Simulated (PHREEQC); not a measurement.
Dissolve 0.0018 mol ZnCl2, 0.0021 mol NaCl and 0.0002 mol NiCl2 per kg of water at 25 °C. Closed to the air; pH follows from the charge balance.

Model: ion-association model, wateq4f.dat, run in PHREEQC.

Precipitation was switched off in this run.

Problem. Predict the pH.

Solution. pH 5.89.

Problem. In which forms is Ni present?

Solution. Ni+2 99 %, NiCl+ 1.0 % of the Ni.
